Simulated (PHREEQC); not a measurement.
**Spent oxide etchant: speciation**

A solution holds 0.071 mol NH4HF2, 0.11 mol H2SiF6, 0.0051 mol HBF4 and 0.012 mol H2SO4 per kg of water, at 20 °C. Closed to the air; pH follows from the charge balance.

All values are PHREEQC results (ion-association model, phreeqc.dat), not measurements.

Each row changes one thing in this solution. Precipitation was switched off in this run.

| case | pH | ionic strength (mol/kgw) | HF (mol/kgw) | HSO4- (mol/kgw) | SO4-2 (mol/kgw) | F- (mol/kgw) |
|---|---|---|---|---|---|---|
| as made | 0.88 | 0.354 | 0.140 | 0.00913 | 0.00242 | 0.00125 |
| H2SiF6 left out | (withheld) | 0.0793 | 0.0856 | 0.000865 | 0.00830 | 0.0347 |
| H2SiF6 replaced by NaHF2 at the same molality | 2.77 | 0.185 | 0.153 | 0.000486 | 0.00820 | 0.0971 |
| temperature from 20 to 35 °C | 0.88 | (withheld) | 0.140 | (withheld) | 0.00192 | 0.000976 |
| diluted 5-fold with water | 1.53 | 0.0724 | 0.0274 | 0.00133 | 0.000993 | 0.000871 |
| H2SO4 from 0.012 to 0.018 mol/kgw | 0.86 | 0.362 | 0.140 | (withheld) | 0.00355 | 0.00121 |
| NH4HF2 replaced by NH4F at the same molality | 0.88 | 0.353 | 0.0701 | 0.00912 | 0.00243 | 0.000633 |

Complete the blanks.


- H2SiF6 left out, pH: 2.63
- temperature from 20 to 35 °C, ionic strength (mol/kgw): 0.352
- temperature from 20 to 35 °C, HSO4- (mol/kgw): 0.00974
- H2SO4 from 0.012 to 0.018 mol/kgw, HSO4- (mol/kgw): 0.0138

Species that the database lacks are ignored. SiF6-2 is the database's only silicon fluoride. Real BF4- forms and hydrolyses slowly; the run takes it at equilibrium.
